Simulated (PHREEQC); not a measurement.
1 kg of water holding 0.21 mol/kgw Na2CO3, 0.07 mol/kgw Na2SO4 and 0.028 mol/kgw NaOH is evaporated at 25 °C; the solids stay in contact with the brine. CO2 is held at log p = -3.4 (atm). Only these solids could form: Burkeite, Mirabilite, Nahcolite, Natron, Thenardite, Trona.

The series has 20 steps of water left (kg), from 0.9994 to 0.0082.

All values are PHREEQC results (Pitzer model, pitzer.dat), not measurements.

Q: Which solids form, in which order, and at which step of the series does each first stand?

A: Trona from water left = 0.07728 kg (pH 10.08); Mirabilite from water left = 0.02717 kg (pH 9.99).

Complexes and solids missing from the database can't appear.
